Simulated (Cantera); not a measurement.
What does this Cantera script print?

```python
import numpy as np
import cantera as ct

gas_names = [...]  # 127 gases of nasa_gas.yaml made of C, Fe, H, O, S
cond_names = """
    C(gr) C6H6(L) C7H8(L) C8H18(L),n-octa Fe(a) Fe(c) Fe(d) Fe(L) FeC5O5(L) FeO(s) FeO(L) Fe(OH)2(s)
    Fe(OH)3(s) FeS(a) FeS(b) FeS(c) FeS(L) FeSO4(s) FeS2(s) Fe2O3(s) Fe2S3O12(s) Fe3O4(s) H2O(s) H2O(L)
    H2SO4(L) S(cr1) S(cr2) S(L)
""".split()


# ... load() reads the species with a 1 bar reference pressure and builds the phases ...
atoms = {
    'Fe': {'Fe': 1},
    'H2S': {'H': 2, 'S': 1},
    'CO': {'C': 1, 'O': 1},
    'O2': {'O': 2},
}
top_T = {'C(gr)': 4500, 'FeSO4(s)': 950, 'FeS2(s)': 1010, 'Fe2O3(s)': 1830, 'Fe2S3O12(s)': 1100, 'Fe3O4(s)': 1870}  # K; cautious upper limits of use, not melting points


# ... equilibrate(T, P, feed) seeds the gas with the atoms and calls Mixture.equilibrate('TP', solver="vcs", rtol=1e-11, max_steps=5000) ...
results = []
feed = {'Fe': 1, 'H2S': 3.3, 'CO': 0.69, 'O2': 0.0012}  # mol
P = 133.322  # Pa
for T in [900, 1000, 1100, 1200, 1300, 1400, 1500, 1600, 1700]:
    mix = equilibrate(T, P, feed)
    results.append((T, P, feed, dict(zip(mix.species_names, mix.species_moles))))

top = {s: max(r[3][s] / sum(r[3][g] for g in gas_names) for r in results) for s in gas_names}
cols = sorted((s for s in top if top[s] > 1e-06), key=lambda s: -top[s])[:6]
seen = [c for c in cond_names if any(r[3].get(c, 0) > 1e-12 for r in results)]
print("log10 of partial pressures in bar; condensed amounts in mol")
print(f"{'T/K':>10s}" + "".join(f"{s[:9]:>10s}" for s in cols + seen))
for T, P, feed, n in results:
    ng = sum(n[g] for g in gas_names)
    print(f"{T:10.4g}" + "".join(f"{np.log10(max(n[s] / ng * P / 1e5, 1e-99)):10.3f}" for s in cols)
          + "".join(f"{n.get(c, 0):10.4g}" for c in seen))
```

Output:

```
log10 of partial pressures in bar; condensed amounts in mol
       T/K        H2       H2S        S2        CO        SH       COS    FeS(c)    FeS(L)
       900    -3.414    -3.155    -4.789    -3.690    -7.621    -4.927         1         0
      1000    -3.320    -3.253    -4.131    -3.694    -6.812    -5.127         1         0
      1100    -3.220    -3.428    -3.827    -3.707    -6.256    -5.415         1         0
      1200    -3.154    -3.647    -3.683    -3.721    -5.856    -5.711         1         0
      1300    -3.117    -3.878    -3.612    -3.731    -5.553    -5.984         1         0
      1400    -3.097    -4.101    -3.578    -3.738    -5.313    -6.226         1         0
      1500    -3.088    -4.308    -3.562    -3.741    -5.115    -6.440         0    0.9999
      1600    -3.083    -4.498    -3.555    -3.744    -4.948    -6.630         0    0.9981
      1700    -3.084    -4.673    -3.554    -3.748    -4.806    -6.800         0    0.9811
```

Method: chemical equilibrium by Gibbs-energy minimisation in Cantera with the NASA 1993 tables (ideal gas, pure condensed phases). FeS: taken at fixed stoichiometry. Gases not in the tables: S3 to S7.
